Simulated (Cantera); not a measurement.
## Equilibrium for silicon epitaxy and polysilicon growth: SiCl₄ + Cl₂ + H₂

Charge: 1 mol SiCl₄, 0.034 mol Cl₂, 95 mol H₂, held at 0.0100 bar.

Equilibrium computed with Cantera from the NASA thermochemical tables; the gas is ideal and each condensed phase is pure. Candidate condensed phases: Si; 19 gas species. The tables' values for SiCl₃ are old estimates; treat these amounts as uncertain. The numbers say what is thermodynamically allowed, not how fast it happens.

| T (K) | x H₂ | x HCl | x SiCl₄ | x SiCl₂ | x SiHCl₃ | n Si(s) |
|---|---|---|---|---|---|---|
| 873 | 0.984 | 0.00568 | 0.00708 | 4.15e-5 | 0.00263 | 0.0483 |
| 923 | 0.982 | 0.00933 | 0.00627 | 0.000128 | 0.00235 | 0.137 |
| 973 | 0.978 | 0.0142 | 0.00513 | 0.000333 | 0.00198 | 0.252 |
| 1023 | 0.974 | 0.0200 | 0.00371 | 0.000734 | 0.00153 | 0.382 |
| 1073 | 0.969 | 0.0259 | 0.00224 | 0.00135 | 0.00103 | 0.506 |
| 1123 | 0.965 | 0.0305 | 0.00107 | 0.00204 | 0.000582 | 0.598 |
| 1173 | 0.963 | 0.0332 | 0.000418 | 0.00260 | 0.000283 | 0.645 |
| 1223 | 0.962 | 0.0343 | 0.000148 | 0.00297 | 0.000128 | 0.661 |
| 1273 | 0.962 | 0.0346 | 5.22e-5 | 0.00322 | 5.80e-5 | 0.660 |
| 1323 | 0.962 | 0.0346 | 1.93e-5 | 0.00341 | 2.72e-5 | 0.654 |
| 1373 | 0.962 | 0.0345 | 7.59e-6 | 0.00356 | 1.34e-5 | 0.645 |
| 1423 | 0.962 | 0.0343 | 3.17e-6 | 0.00369 | 6.88e-6 | 0.635 |
x: gas mole fraction; n: condensed amount in mol.

From 873 K to 1423 K the condensed part is Si(s). The main Si-bearing gas is SiCl₄ at 873 K and SiCl₂ at 1423 K. The share of Si in condensed phases is highest at 1223 K (66.1 %) and lowest at 873 K (4.8 %).
